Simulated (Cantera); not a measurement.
## Transport properties of process gases

Gas mixture: H2O = 0.38 (molar parts), at 760 Torr, frozen composition.

Cantera's kinetic-theory transport with the Lennard-Jones parameters of GRI-Mech 3.0, ideal gas; thermal conductivity in the multicomponent form. Polar gases are described roughly by these parameters.

| T (K) | ρ (kg/m³) | cp (J/kg/K) | μ (µPa s) | λ (mW/m/K) | Pr | D (cm²/s) NO | D (cm²/s) O | D (cm²/s) H2O |
|---|---|---|---|---|---|---|---|---|
| 400 | 0.549 | 1902 | 14.0 | 36.8 | 0.722 | 0.391 | 0.647 | 0.000 |
| 500 | 0.439 | 1955 | 17.7 | 48.3 | 0.717 | 0.594 | 0.975 | 0.000 |
| 600 | 0.366 | 2016 | 21.5 | 60.6 | 0.715 | 0.831 | 1.35 | 0.000 |
| 700 | 0.314 | 2082 | 25.2 | 73.7 | 0.714 | 1.10 | 1.78 | 0.000 |
| 800 | 0.274 | 2150 | 29.0 | 87.3 | 0.713 | 1.39 | 2.24 | 0.000 |
| 900 | 0.244 | 2220 | 32.6 | 102 | 0.713 | 1.71 | 2.75 | 0.000 |
D: mixture-averaged diffusion coefficient of that species in the mixture.
